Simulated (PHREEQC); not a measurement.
PHREEQC input (ion-association model, phreeqc.dat):

```
PHASES
  Fix_H+
    H+ = H+
    -log_k 0
SOLUTION 1
  temp 85
  units mol/kgw
  pH 7 charge
  Cl 0.003
  Na 0.003
END
SELECTED_OUTPUT 1
  -reset false
  -pH true
  -pe true
  -ionic_strength true
  -water true
  -totals Ca Cl F Na
  -molalities H+ Ca+2 Na+ Cl- F- OH- O2 HF HF2- CaOH+
    NaOH NaF
  -equilibrium_phases Fluorite
  -saturation_indices Halite
PRINT
  -reset false
USE solution 1
EQUILIBRIUM_PHASES 1
  Fix_H+ -4 HCl 10
    -force_equality true
  Fluorite 0 0.01
  O2(g) -0.68 10
END
# ... the last block is repeated for the other 12 points of pH, with NaOH or the acid as the point needs
```

Selected output (columns that matter, 13 of 13 rows; pH added in front):

```
pH	mu	Ca	Cl	F	Na	m_H+	m_Ca+2	m_Na+	m_Cl-	m_F-	m_OH-	m_HF	Fluorite	si_Halite
4	0.0042419	0.00037839	0.0033442	0.00075678	0.003	0.0001075	0.00037839	0.0029992	0.0033442	0.00051878	3.4703e-09	0.0002362	0.0096216	-6.6779
4.67	0.0039577	0.00031187	0.0030784	0.00062374	0.003	2.2935e-05	0.00031187	0.0029992	0.0030784	0.00056728	1.6191e-08	5.5363e-05	0.0096881	-6.7117
5.33	0.0038948	0.00029689	0.0030174	0.00059377	0.003	5.0154e-06	0.00029689	0.0029991	0.0030174	0.00058045	7.3964e-08	1.2401e-05	0.0097031	-6.7199
6	0.0038808	0.00029354	0.0030034	0.00058708	0.003	1.0722e-06	0.00029354	0.0029991	0.0030034	0.00058354	3.4591e-07	2.6657e-06	0.0097065	-6.7218
6.67	0.0038787	0.00029283	0.003	0.00058565	0.0030008	2.2922e-07	0.00029283	0.003	0.003	0.00058421	1.6179e-06	5.7058e-07	0.0097072	-6.7222
7.33	0.0038845	0.00029271	0.003	0.00058542	0.0030072	5.015e-08	0.00029271	0.0030064	0.003	0.00058442	7.3957e-06	1.2487e-07	0.0097073	-6.7213
8	0.0039122	0.00029282	0.003	0.00058564	0.0030346	1.0724e-08	0.00029282	0.0030337	0.003	0.00058474	3.4601e-05	2.6704e-08	0.0097072	-6.7176
8.67	0.0040416	0.00029349	0.003	0.00058699	0.003162	2.295e-09	0.00029347	0.0031611	0.003	0.00058607	0.00016203	5.7152e-09	0.0097065	-6.7007
9.33	0.0046326	0.00029646	0.003	0.00059291	0.0037445	5.0417e-10	0.00029637	0.0037434	0.003	0.00059183	0.00074443	1.256e-09	0.0097035	-6.6316
10	0.0074774	0.00030856	0.003	0.00061713	0.0065543	1.0953e-10	0.00030818	0.0065524	0.003	0.00061524	0.0035539	2.7329e-10	0.0096914	-6.4058
10.67	0.021724	0.00034798	0.003	0.00069595	0.02069	2.4477e-11	0.00034628	0.020684	0.003	0.00069005	0.017688	6.1356e-11	0.009652	-5.9582
11.33	0.096632	0.00044708	0.003	0.00089417	0.095331	5.7836e-12	0.00043988	0.095305	0.003	0.00086793	0.092324	1.4495e-11	0.0095529	-5.4
12	0.53412	0.00064634	0.003	0.0012927	0.53237	1.3513e-12	0.00061569	0.53224	0.003	0.0011649	0.52934	3.0222e-12	0.0093537	-4.7865
```

Complexes and solids missing from the database can't appear. Away from 25 °C the constants follow the database's enthalpies or fits; those with neither stay at their 25 °C values.
